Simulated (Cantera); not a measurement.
Feed: 1 mol HgO, 0.15 mol O2, 0.12 mol N2, equilibrated at 1 atm.

These are equilibrium values from Cantera (NASA tables, ideal gas, pure condensed phases), not measurements of a reactor. Candidate condensed phases: Hg, HgO; 10 gas species. The numbers say what is thermodynamically allowed, not how fast it happens.

### Question
Which condensed phases are stable at each of these points (T (K)): 673, 698, 723, 748, 773, 798, 823?

### Answer
```json
[
 {"T (K)": "673", "condensed phases": "HgO(s)", "Hg condensed (%)": "97.0"},
 {"T (K)": "698", "condensed phases": "HgO(s)", "Hg condensed (%)": "88.5"},
 {"T (K)": "723", "condensed phases": "gas only", "Hg condensed (%)": "0.0"},
 {"T (K)": "748", "condensed phases": "gas only", "Hg condensed (%)": "0.0"},
 {"T (K)": "773", "condensed phases": "gas only", "Hg condensed (%)": "0.0"},
 {"T (K)": "798", "condensed phases": "gas only", "Hg condensed (%)": "0.0"},
 {"T (K)": "823", "condensed phases": "gas only", "Hg condensed (%)": "0.0"}
]
```

From 673 K to 698 K the condensed part is HgO(s). From 723 K to 823 K nothing is condensed.
